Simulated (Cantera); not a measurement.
A closed system holds: 1 mol SiF4, 3.4 mol N2O, 20 mol H2, held at 64.0 Pa.

These are equilibrium values from Cantera (NASA tables, ideal gas, pure condensed phases), not measurements of a reactor. Candidate condensed phases: H2O, Si, SiO2, Si2N2O, Si3N4; 58 gas species. The tables hold silica as quartz up to 1696 K and as liquid above; real silica turns to tridymite and cristobalite and melts near 1996 K. Equilibrium is a limit: real reactors are often held back by kinetics, nucleation or transport.

Over these rows the condensed part is SiO2(β-quartz). Partial pressures as log10 of bar:

```json
[
 {"T (K)": "1473", "1000/T (1/K)": "0.6789", "log p SiO": "-8.04", "log p H2": "-3.38", "log p HF": "-4.00", "log p N2": "-4.07", "log p H2O": "-4.45"},
 {"T (K)": "1498", "1000/T (1/K)": "0.6676", "log p SiO": "-7.72", "log p H2": "-3.38", "log p HF": "-4.00", "log p N2": "-4.07", "log p H2O": "-4.45"},
 {"T (K)": "1523", "1000/T (1/K)": "0.6566", "log p SiO": "-7.41", "log p H2": "-3.38", "log p HF": "-4.00", "log p N2": "-4.07", "log p H2O": "-4.45"},
 {"T (K)": "1548", "1000/T (1/K)": "0.6460", "log p SiO": "-7.11", "log p H2": "-3.38", "log p HF": "-4.00", "log p N2": "-4.07", "log p H2O": "-4.45"},
 {"T (K)": "1573", "1000/T (1/K)": "0.6357", "log p SiO": "?", "log p H2": "-3.38", "log p HF": "-4.00", "log p N2": "-4.07", "log p H2O": "-4.45"},
 {"T (K)": "1598", "1000/T (1/K)": "0.6258", "log p SiO": "-6.54", "log p H2": "-3.38", "log p HF": "-4.00", "log p N2": "-4.07", "log p H2O": "-4.45"}
]
```

Task: Fit log p(SiO) = a + b·(1000/T) to the five rows, give the apparent enthalpy, and predict the row at 1573 K.

Result: Means: 1000/T = 0.6550, log p = -7.364. Sxy = -0.047062, Sxx = 0.0016662, so b = -28.25 and a = -7.364 − (-28.25)×0.6550 = 11.14.
Apparent enthalpy: −19.145 × (-28.25) = 541 kJ/mol. With the condensed phases at unit activity, SiO2(β-quartz) + H2(g) = SiO(g) + H2O(g) links this pressure to the main gases: over the six rows their terms move log p by +0.00 in all, so the slope is close to that reaction's ΔH°. The five rows lie within 0.01 of the line.
Prediction at 1573 K: 11.14 + (-28.25)×0.6357 = -6.82. The computed value is -6.82, 0.00 from the line.
